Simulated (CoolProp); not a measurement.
Vapour-liquid equilibrium of diethyl ether (1) + acetone (2) at 0.914 bar; x and y are mole fractions of (1).

The numbers come from the multi-fluid Helmholtz-energy mixture model, Thol 2014 and Lemmon 2006; pair parameters Bell 2016 in CoolProp.

Give the bubble temperature and the first vapour's composition at x = 0.05, 0.15, 0.45. Is there an azeotrope?

x = 0.05: 323.5 K, y = 0.134; x = 0.15: 318.7 K, y = 0.342; x = 0.45: 309.7 K, y = 0.669. No azeotrope shows between x = 0.05 and 0.95.

The pair parameters rest on a limited set of measurements; away from them the model extrapolates.
